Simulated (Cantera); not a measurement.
A closed system holds: 1 mol Si3N4, 0.011 mol O2, 100 mol H2, equilibrated at 1923.15 K and 0.520 bar.

Equilibrium computed with Cantera from the NASA thermochemical tables; the gas is ideal and each condensed phase is pure. Candidate condensed phases: H2O, Si, SiO2, Si2N2O, Si3N4; 35 gas species. Gases not in the tables: Si2H6 and higher silanes. Equilibrium is a limit: real reactors are often held back by kinetics, nucleation or transport.

Base state: H2 0.979, N2 0.0196, H 0.00129, SiO 0.000215, SiH2 6.59e-5, Si 3.27e-5, SiH 1.91e-5 (mole fractions); condensed: Si(l).

What changes in the equilibrium state with this change: temperature from 1923.15 K to 2223 K?


```json
[
 {"species": "H2", "before": "0.979", "after": "0.970"},
 {"species": "N2", "before": "0.0196", "after": "0.0195"},
 {"species": "H", "before": "0.00129", "after": "0.00875"},
 {"species": "Si", "before": "3.27e-5", "after": "0.000884"},
 {"species": "Si2", "before": "2.79e-7", "after": "1.48e-5"},
 {"species": "SiH", "before": "1.91e-5", "after": "0.000266"},
 {"species": "SiN", "before": "1.04e-6", "after": "1.44e-5"},
 {"species": "Si2N", "before": "1.47e-6", "after": "1.56e-5"},
 {"species": "SiH2", "before": "6.59e-5", "after": "0.000322"},
 {"species": "Si(l), mol", "before": "2.97", "after": "2.82"}
]
```
The tables' values for SiN are old estimates; treat these amounts as uncertain.
